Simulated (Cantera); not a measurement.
A closed system holds: 1 mol AlN, 2.3 mol Cl2, 1.3 mol H2, held at 1875 °C and 28.0 Pa.

Equilibrium computed with Cantera from the NASA thermochemical tables; the gas is ideal and each condensed phase is pure. Candidate condensed phases: Al, AlCl3, AlN, NH4Cl; 20 gas species. The tables' values for AlCl2 are old estimates; treat these amounts as uncertain. Rates play no part.

Base state: HCl 0.336, Cl 0.301, AlCl 0.167, N2 0.0903, H 0.0507, H2 0.0414, AlCl2 0.0113, AlCl3 0.00113 (mole fractions); condensed: gas only.

**Question.** What changes in the equilibrium state with this change: Cl2 from 2.3 to 0.76 mol?

**Answer.** 
```json
[
 {"species": "AlCl", "before": "0.167", "after": "0.288"},
 {"species": "H2", "before": "0.0414", "after": "0.265"},
 {"species": "N2", "before": "0.0903", "after": "0.149"},
 {"species": "Cl", "before": "0.301", "after": "0.0418"},
 {"species": "HCl", "before": "0.336", "after": "0.118"},
 {"species": "AlCl2", "before": "0.0113", "after": "0.00271"},
 {"species": "H", "before": "0.0507", "after": "0.128"},
 {"species": "Cl2", "before": "1.62e-5", "after": "3.13e-7"},
 {"species": "AlH", "before": "4.28e-7", "after": "1.34e-5"},
 {"species": "AlCl3", "before": "0.00113", "after": "3.75e-5"},
 {"species": "Al", "before": "0.000609", "after": "0.00753"}
]
```

**Question.** What changes in the equilibrium state with this change: H2 from 1.3 to 10 mol?

**Answer.** 
```csv
species,before,after
H2,0.0414,0.485
HCl,0.336,0.191
H,0.0507,0.174
Cl,0.301,0.0500
AlCl2,0.0113,0.000727
N2,0.0903,0.0334
AlCl,0.167,0.0646
AlCl3,0.00113,1.20e-5
Cl2,1.62e-5,4.47e-7
Al,0.000609,0.00141
```

**Question.** What changes in the equilibrium state with this change: Cl2 from 2.3 to 8.6 mol?

**Answer.** 
```tsv
species	before	after
Cl	0.301	0.769
HCl	0.336	0.137
AlCl	0.167	0.0465
H2	0.0414	0.00106
H	0.0507	0.00810
N2	0.0903	0.0283
AlCl2	0.0113	0.00804
Al	0.000609	6.62e-5
Cl2	1.62e-5	0.000106
```
